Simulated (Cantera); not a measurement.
Cantera with NASA thermochemical tables; ideal gases at 1 bar, condensed phases pure. Values are per mole of reaction as written; species without (g) are pure solids or liquids, kept so even where they would boil at 1 bar.

### Question
Between 300 and 2250 K, where is each reaction favourable under standard conditions?
- 3 FeCl2(g) = Fe + Fe2Cl6(g)
- 2 Fe + 3 Cl2(g) = 2 FeCl3(g)

### Answer
- 3 FeCl2(g) = Fe + Fe2Cl6(g): ΔG° is -131 kJ at 300 K and 435 kJ at 2250 K; it changes sign between 300 and 1500 K. ΔH° is -154 kJ and ΔS° -262 J/K at 2250 K.
- 2 Fe + 3 Cl2(g) = 2 FeCl3(g): ΔG° is -496 kJ at 300 K and -378 kJ at 2250 K; it stays negative (K > 1). ΔH° is -590 kJ and ΔS° -94 J/K at 2250 K.
